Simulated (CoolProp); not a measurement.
Vapour-liquid equilibrium of R143a (1) + isobutane (2) at 269 K; x and y are mole fractions of (1).

Model: multi-fluid Helmholtz-energy mixture model, Lemmon and Jacobsen 2000 and Bücker 2006; pair parameters Bell 2016, in CoolProp.

Problem. Give the bubble pressure and the first vapour's composition at x = 0.05, 0.25, 0.65. Is there an azeotrope?

Solution. x = 0.05: 0.2093 MPa, y = 0.366; x = 0.25: 0.3763 MPa, y = 0.681; x = 0.65: 0.4905 MPa, y = 0.816. No azeotrope shows between x = 0.05 and 0.95.

The pair parameters rest on a limited set of measurements; away from them the model extrapolates. With so large a gap from Raoult's law the liquid may split in two, which this calculation doesn't test in full.
